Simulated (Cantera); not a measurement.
An isothermal, constant-pressure homogeneous reactor starts with H2 : O2 : N2 = 0.03 : 1 : 4.9 (molar parts), at 1375 K and 10.00 Torr.

Detailed kinetics in Cantera: the H2/O2 subset of GRI-Mech 3.0, which has no nitrogen chemistry. Radical loss at walls, strong at low pressure, is not modelled.

Task: Predict: x(H2) at 1.00 s; x(O2) at 1.00 s; x(OH) at 1.00 s; x(H) at 1.00 s; x(O) at 1.00 s; x(H2O2) at 1.00 s; x(H2O) at 1.00 s.

Result: 
```
Item                                                 Result
-----------------  ----------------------------------------
x(H2) at 1.00 s     2.16e-5 (gas-phase equilibrium 3.31e-8)
x(O2) at 1.00 s         0.166 (gas-phase equilibrium 0.167)
x(OH) at 1.00 s    0.000380 (gas-phase equilibrium 1.50e-5)
x(H) at 1.00 s      9.44e-5 (gas-phase equilibrium 5.44e-9)
x(O) at 1.00 s      0.00154 (gas-phase equilibrium 2.26e-6)
x(H2O2) at 1.00 s  3.33e-9 (gas-phase equilibrium 2.25e-11)
x(H2O) at 1.00 s    0.00481 (gas-phase equilibrium 0.00506)
```
